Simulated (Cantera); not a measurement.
Mixture: CO : H2 : O2 : N2 : H2O = 1 : 0.49 : 1.05 : 3.95 : 1.9 (molar parts), equivalence ratio 0.71, at 1.00 bar, adiabatic and at constant volume. Ignition delay is the time to a rise of 400 K.

Detailed kinetics in Cantera: GRI-Mech 3.0 (53 species, 325 reactions). Where the delays flatten at high temperature, the 400 K rule measures the pace of heat release, not the induction time.

Problem. Predict: delay at 1050 K; delay at 1150 K; delay at 1250 K; delay at 1350 K; delay at 1450 K.

Solution. delay at 1050 K: 1.96 ms
delay at 1150 K: 0.186 ms
delay at 1250 K: 83.6 µs
delay at 1350 K: 54.1 µs
delay at 1450 K: 41.3 µs
